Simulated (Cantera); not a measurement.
A Cantera script and its output.

```python
import numpy as np
import cantera as ct

gas = ct.Solution("gri30.yaml")
gas.TPX = 300, 250000, {'CO': 1, 'H2': 0.071, 'CH4': 0.31, 'O2': 1.19, 'N2': 5.12}
flame = ct.FreeFlame(gas, width=0.021)
flame.set_refine_criteria(ratio=3, slope=0.08, curve=0.16)
flame.transport_model = "mixture-averaged"
flame.solve(loglevel=0, auto=True)
z, T = flame.grid, flame.T
thick = (T[-1] - T[0]) / np.gradient(T, z).max()
show = ['CO', 'H2', 'CH4', 'CH2CO', 'O', 'CH2O']
print(f"laminar burning velocity  {flame.velocity[0] * 100:.3f} cm/s")
print(f"burnt temperature         {T[-1]:.1f} K")
print(f"thermal thickness         {thick * 1e3:.4f} mm")
print(f"grid points               {len(z)}")
z0 = z[flame.heat_release_rate.argmax()]
print(f"{'z/mm':>9s}{'T/K':>9s}{'u/(m/s)':>9s}" + "".join(f"{s:>11s}" for s in show))
rows = []
for k in (-3, -2, -1.5, -1, -0.5, -0.25, 0, 0.25, 0.5, 1, 2, 4, 8):
    zz = z0 + k * thick
    rows.append([k * thick, np.interp(zz, z, T), np.interp(zz, z, flame.velocity),
                 *(np.interp(zz, z, flame.X[gas.species_index(s)]) for s in show)])
    print(f"{rows[-1][0] * 1e3:9.3f}{rows[-1][1]:9.1f}{rows[-1][2]:9.3f}" + "".join(f"{x:11.3e}" for x in rows[-1][3:]))
```

Result:

```
laminar burning velocity  33.877 cm/s
burnt temperature         2225.8 K
thermal thickness         0.2156 mm
grid points               145
     z/mm      T/K  u/(m/s)         CO         H2        CH4      CH2CO          O       CH2O
   -0.647    300.0    0.339  1.300e-01  9.225e-03  4.031e-02  3.521e-12  4.290e-13  1.432e-09
   -0.431    300.4    0.339  1.300e-01  9.204e-03  4.030e-02  1.384e-10  1.594e-11  4.447e-08
   -0.323    303.1    0.342  1.300e-01  9.170e-03  4.022e-02  2.047e-09  1.748e-10  5.301e-07
   -0.216    323.9    0.366  1.297e-01  9.093e-03  3.965e-02  3.453e-08  2.568e-09  6.969e-06
   -0.108    614.6    0.695  1.240e-01  8.927e-03  3.160e-02  2.030e-06  1.259e-06  2.120e-04
   -0.054   1034.9    1.167  1.141e-01  8.807e-03  1.901e-02  8.966e-06  6.917e-05  4.277e-04
    0.000   1470.9    1.642  9.722e-02  7.780e-03  4.526e-03  1.163e-05  1.050e-03  2.893e-04
    0.054   1686.8    1.859  7.233e-02  5.474e-03  2.214e-04  1.059e-06  3.251e-03  2.862e-05
    0.108   1790.7    1.953  5.410e-02  4.773e-03  5.457e-06  2.596e-08  3.721e-03  8.871e-07
    0.216   1906.7    2.059  3.892e-02  4.470e-03  5.359e-09  3.036e-11  3.026e-03  1.385e-09
    0.431   2014.9    2.161  2.981e-02  3.543e-03  4.255e-14  5.157e-16  1.878e-03  1.172e-10
    0.863   2099.6    2.240  2.244e-02  2.503e-03  4.917e-17  1.588e-18  1.028e-03  5.521e-11
    1.725   2157.7    2.292  1.644e-02  1.750e-03  1.433e-17  3.971e-19  5.728e-04  2.781e-11
```

Computed with Cantera and GRI-Mech 3.0 (53 species, 325 reactions). Burning velocities carry a grid error of a few per cent, more on coarse grids.
